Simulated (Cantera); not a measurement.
A diamond (100) surface in a fixed gas of H2 with x(CH4) = 0.0089, x(CH3) = 0.00044, at 1275 K, 42.8 Torr; coverages are run to steady state.

Model: the Harris–Goodwin 1993 mechanism for the reconstructed diamond (100) surface, integrated in Cantera.

θ: site fractions in the mechanism's names (c6HH fully hydrogenated, c6H* and c6*H radical sites, c6** diradical, c6HM methylated).

```json
[
 {"x(H)": "0.0001", "growth (µm/h)": "(withheld)", "θ c6HH": "0.646", "θ c6H*": "0.0284", "θ c6*H": "0.316", "θ c6**": "0.00399", "θ c6HM": "0.000794"},
 {"x(H)": "0.0002", "growth (µm/h)": "(withheld)", "θ c6HH": "0.553", "θ c6H*": "0.0355", "θ c6*H": "0.396", "θ c6**": "0.00850", "θ c6HM": "0.00106"},
 {"x(H)": "0.00038", "growth (µm/h)": "(withheld)", "θ c6HH": "0.489", "θ c6H*": "0.0402", "θ c6*H": "0.448", "θ c6**": "0.0147", "θ c6HM": "0.00130"},
 {"x(H)": "0.00074", "growth (µm/h)": "(withheld)", "θ c6HH": "0.445", "θ c6H*": "0.0432", "θ c6*H": "0.482", "θ c6**": "0.0223", "θ c6HM": "0.00153"},
 {"x(H)": "0.0014", "growth (µm/h)": "(withheld)", "θ c6HH": "0.420", "θ c6H*": "0.0448", "θ c6*H": "0.499", "θ c6**": "0.0292", "θ c6HM": "0.00170"},
 {"x(H)": "0.0028", "growth (µm/h)": "(withheld)", "θ c6HH": "0.405", "θ c6H*": "0.0457", "θ c6*H": "0.509", "θ c6**": "0.0350", "θ c6HM": "0.00179"},
 {"x(H)": "0.0055", "growth (µm/h)": "(withheld)", "θ c6HH": "0.397", "θ c6H*": "0.0462", "θ c6*H": "0.514", "θ c6**": "0.0387", "θ c6HM": "0.00177"},
 {"x(H)": "0.011", "growth (µm/h)": "(withheld)", "θ c6HH": "0.393", "θ c6H*": "0.0465", "θ c6*H": "0.517", "θ c6**": "0.0410", "θ c6HM": "0.00164"},
 {"x(H)": "0.021", "growth (µm/h)": "(withheld)", "θ c6HH": "0.391", "θ c6H*": "0.0467", "θ c6*H": "0.518", "θ c6**": "0.0421", "θ c6HM": "0.00140"}
]
```

Problem. Fill in the missing entries.

Solution. 
- 0.0001, growth (µm/h): 0.194
- 0.0002, growth (µm/h): 0.534
- 0.00038, growth (µm/h): 1.09
- 0.00074, growth (µm/h): 1.91
- 0.0014, growth (µm/h): 2.90
- 0.0028, growth (µm/h): 4.27
- 0.0055, growth (µm/h): 6.17
- 0.011, growth (µm/h): 9.12
- 0.021, growth (µm/h): 13.0
